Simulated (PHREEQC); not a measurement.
**Geothermal or formation water: an equilibrium model**

Synthetic water in mg/L, 60 °C, pH 7.01, pe 1.9:

| constituent | mg/L |
|---|---|
| Na | 1070 |
| K | 483 |
| Ca | 544 |
| Mg | 9.34 |
| Cl | 2810 |
| S(6) as SO4 | 436 |
| Alkalinity as HCO3 | 14.1 |
| F | 0.822 |

Valence states are taken as typed.

Computed with PHREEQC (ion-association model, phreeqc.dat).

Precipitation was switched off in this run.

Task: Estimate the specific conductance, charge-balance error.

Result: specific conductance 17300 µS/cm; charge-balance error -1.1 %.

Task: In which forms is Ca present?

Result: Ca+2 92 %, CaSO4 7.7 % of the Ca.

Complexes and solids missing from the database can't appear. Constants without temperature data keep their 25 °C values here.
